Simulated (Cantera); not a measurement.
Cantera with NASA thermochemical tables; ideal gases at 1 bar, condensed phases pure. Values are per mole of reaction as written; species without (g) are pure solids or liquids, kept so even where they would boil at 1 bar.

Question: Between 948 and 1848 K, where is each reaction favourable under standard conditions?
- 2 Pb(g) + O2(g) = 2 PbO

Answer: 
- 2 Pb(g) + O2(g) = 2 PbO: ΔG° is -442 kJ at 948 K and -141 kJ at 1848 K; it stays negative (K > 1). ΔH° is -713 kJ and ΔS° -309 J/K at 1848 K.
